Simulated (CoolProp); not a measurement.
Model: reference Helmholtz-energy equation of state, Thol 2019, in CoolProp.

Q: Give the vapour pressure (kPa), enthalpy of vaporisation (kJ/kg), liquid cp (kJ/(kg K)) of saturated n-hexane at 85.65, 95.85 °C.

A: 
```tsv
T (°C)	p (kPa)	enthalpy of vaporisation (kJ/kg)	liquid cp (kJ/(kg K))
85.65	168	322	2.56
95.85	221	313	2.61
```
